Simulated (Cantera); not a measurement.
Input (Python, Cantera):

```python
import numpy as np
import cantera as ct

gas = ct.Solution("gri30.yaml")
gas.TPX = 650, 500000, {'CO': 1, 'H2': 1.3, 'CH4': 0.086, 'O2': 1.2, 'N2': 10.6}
inlet = ct.Reservoir(gas, clone=True)
gas.equilibrate("HP")  # start burning
reactor = ct.IdealGasConstPressureReactor(gas, energy="on", clone=False)
exhaust = ct.Reservoir(gas, clone=True)
tau = [0.3, 0.13, 0.058, 0.025, 0.011, 0.0049, 0.0021, 0.00094, 0.00041, 0.00018, 7.9e-05, 3.5e-05][0]
for a, b in ((inlet, reactor), (reactor, exhaust)):
    ct.MassFlowController(a, b, mdot=lambda t: reactor.mass / tau)
net = ct.ReactorNet([reactor])
show = ['CO', 'H2', 'CH4', 'HO2', 'H2O2', 'O2', 'HCN']

rows = []
print(f"{'tau/s':>10s}{'T/K':>9s}" + "".join(f"{s:>11s}" for s in show))
for tau in [0.3, 0.13, 0.058, 0.025, 0.011, 0.0049, 0.0021, 0.00094, 0.00041, 0.00018, 7.9e-05, 3.5e-05]:
    net.initial_time = 0.0
    net.advance(30 * tau)
    before = gas.X
    net.advance(40 * tau)
    drift = np.max(np.abs(gas.X - before) / (gas.X + 1e-9))
    rows.append([gas.T, *gas[show].X, drift])
    print(f"{tau:10.3e}{gas.T:9.1f}" + "".join(f"{x:11.3e}" for x in gas[show].X))
```

Result:

```
     tau/s      T/K         CO         H2        CH4        HO2       H2O2         O2        HCN
 3.000e-01   1907.7  1.376e-02  5.023e-03  8.311e-07  4.127e-08  9.040e-09  7.900e-05  4.661e-08
 1.300e-01   1905.7  1.388e-02  5.066e-03  1.045e-06  9.607e-08  1.738e-08  1.442e-04  6.944e-08
 5.800e-02   1902.6  1.406e-02  5.137e-03  1.362e-06  2.073e-07  3.134e-08  2.575e-04  9.846e-08
 2.500e-02   1897.4  1.439e-02  5.264e-03  1.892e-06  4.355e-07  5.507e-08  4.656e-04  1.348e-07
 1.100e-02   1889.6  1.492e-02  5.470e-03  2.736e-06  8.472e-07  9.093e-08  8.110e-04  1.729e-07
 4.900e-03   1877.8  1.575e-02  5.790e-03  4.106e-06  1.549e-06  1.432e-07  1.358e-03  2.086e-07
 2.100e-03   1859.3  1.705e-02  6.297e-03  6.555e-06  2.777e-06  2.232e-07  2.239e-03  2.389e-07
 9.400e-04   1834.0  1.882e-02  6.974e-03  1.064e-05  4.647e-06  3.346e-07  3.454e-03  2.574e-07
 4.100e-04   1797.4  2.136e-02  7.897e-03  1.841e-05  7.671e-06  5.079e-07  5.207e-03  2.639e-07
 1.800e-04   1747.5  2.489e-02  9.034e-03  3.397e-05  1.243e-05  7.830e-07  7.627e-03  2.572e-07
 7.900e-05   1678.1  3.023e-02  1.042e-02  7.008e-05  2.046e-05  1.263e-06  1.118e-02  2.370e-07
 3.500e-05   1575.6  3.957e-02  1.258e-02  1.816e-04  3.683e-05  2.227e-06  1.734e-02  2.004e-07
```

Detailed kinetics in Cantera: GRI-Mech 3.0 (53 species, 325 reactions).
